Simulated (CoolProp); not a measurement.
CH2F2 (R32) along the isotherm 382.9 K: Z from the reference equation and from simpler models built on Tc = 351.3 K, pc = 5783 kPa, ω = 0.277; each cubic takes its own stable root.

The numbers come from the reference Helmholtz-energy equation of state, Tillner-Roth 1997 in CoolProp.

```
p (kPa)          phase  reference
-------  -------------  ---------
5780               gas     0.6683
11600    supercritical     0.3443
17300    supercritical     0.4004
23100    supercritical     0.4853
28900    supercritical     0.5722
34700    supercritical     0.6584
40500    supercritical     0.7432
46300    supercritical     0.8268
52000    supercritical     0.9076
57800    supercritical     0.9887
```

Problem. How far does each simpler model (Soave-Redlich-Kwong, Peng-Robinson) lie from the reference over these 10 states: mean and median of the absolute difference, and the worst?

Solution. 
- Soave-Redlich-Kwong: mean 24.8 %, median 25.5 %, worst +32.6 % at 382.9 K and 11600 kPa
- Peng-Robinson: mean 13.9 %, median 13.5 %, worst +22.8 % at 382.9 K and 11600 kPa
